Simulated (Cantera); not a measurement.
Feed: 1 mol SO2, 0.68 mol H2, 0.051 mol O2, held at 575 °C and 0.000180 bar.

Method: chemical equilibrium by Gibbs-energy minimisation in Cantera with the NASA 1993 tables (ideal gas, pure condensed phases). Candidate condensed phases: H2O, H2SO4, S; 19 gas species. Gases not in the tables: S3 to S7. Kinetics and transport are ignored.

Base state: SO2 0.468, H2O 0.434, S2 0.0872, H2S 0.00792, H2 0.00213, S2O 0.000806, SO 1.54e-5 (mole fractions); condensed: gas only.

**Question.** What changes in the equilibrium state with this change: SO2 replaced by HBr?

**Answer.** 
```csv
species,before,after
HBr,0,0.595
H2,0.00213,0.344
H2O,0.434,0.0607
SO2,0.468,0
S2,0.0872,0
H2S,0.00792,0
S2O,0.000806,0
SO,1.54e-5,0
Br,0,1.11e-5
```
Further candidate phases: Br2.

**Question.** What changes in the equilibrium state with this change: SO2 replaced by H2S?

**Answer.** 
```
species    before    after
-------  --------  -------
H2S       0.00792    0.558
H2        0.00213    0.368
H2O         0.434   0.0598
SO2         0.468  1.22e-7
S2         0.0872   0.0145
S2O      0.000806  1.07e-7
SO        1.54e-5  5.02e-9
```
